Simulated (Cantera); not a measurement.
## NO annealing gas

An isothermal, constant-pressure homogeneous reactor starts with NO : N₂ = 1 : 0.2 (molar parts), at 1675 K and 1.00 bar.

Cantera simulation using GRI-Mech 3.0 (53 species, 325 reactions); the numbers are that mechanism's predictions, not measurements.

```csv
t (s),x NO,x O,x N₂,x O₂,x NO₂,x N₂O
0.000500,0.833,5.37e-7,0.167,1.31e-7,2.44e-5,2.31e-5
0.00112,0.833,7.52e-7,0.167,7.13e-7,5.71e-5,4.89e-5
0.00251,0.833,1.23e-6,0.167,5.07e-6,0.000134,9.75e-5
0.00562,0.833,2.11e-6,0.167,4.12e-5,0.000289,0.000171
0.0126,0.832,3.00e-6,0.167,0.000260,0.000456,0.000240
0.0282,0.830,3.35e-6,0.168,0.000971,0.000520,0.000265
0.0631,0.827,3.64e-6,0.170,0.00263,0.000570,0.000264
0.141,0.819,4.21e-6,0.173,0.00631,0.000664,0.000259
0.317,0.803,5.24e-6,0.181,0.0144,0.000825,0.000248
0.710,0.769,6.90e-6,0.199,0.0314,0.00106,0.000226
1.59,0.701,9.34e-6,0.233,0.0651,0.00133,0.000186
3.56,0.584,1.25e-5,0.291,0.124,0.00150,0.000128
7.97,0.421,1.58e-5,0.372,0.205,0.00138,6.59e-5
17.9,0.253,1.86e-5,0.457,0.290,0.000985,2.36e-5
40.0,0.125,2.05e-5,0.521,0.354,0.000540,5.88e-6
```
x: mole fraction; the columns are a selection and need not sum to one.

Equilibrium at this temperature and pressure: NO 0.00320, O 2.21e-5, N₂ 0.582, O₂ 0.415, NO₂ 1.49e-5, N₂O 1.61e-7 (gas phase only).
